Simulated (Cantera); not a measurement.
A closed system holds: 1 mol SiH4, 0.079 mol HCl, 51 mol H2, 0.0087 mol C2H2, equilibrated at 6.53 Torr.

Cantera equilibrium calculation (NASA polynomials, part measured and part estimated; ideal gas, pure solids and liquids). Candidate condensed phases: C, C6H6, C7H8, C8H18, Si, SiC; 109 gas species. Mutual solubility and eutectic melting of coexisting phases are not modelled. Gases not in the tables: Si2H6 and higher silanes. The numbers say what is thermodynamically allowed, not how fast it happens.

What share of the Si ends up in condensed phases as a function of T (K), at 1825, 1875, 1925, 1975, 2025, 2075, 2125, 2175, 2225, 2275, 2325, 2375, 2425, 2475?


| T (K) | Si condensed (%) | as |
|---|---|---|
| 1825 | 96.6 | Si(l) + SiC(s) |
| 1875 | 93.3 | Si(l) + SiC(s) |
| 1925 | 87.4 | Si(l) + SiC(s) |
| 1975 | 76.6 | Si(l) + SiC(s) |
| 2025 | 57.7 | Si(l) + SiC(s) |
| 2075 | 26.3 | Si(l) |
| 2125 | 0.0 | - |
| 2175 | 0.0 | - |
| 2225 | 0.0 | - |
| 2275 | 0.0 | - |
| 2325 | 0.0 | - |
| 2375 | 0.0 | - |
| 2425 | 0.0 | - |
| 2475 | 0.0 | - |
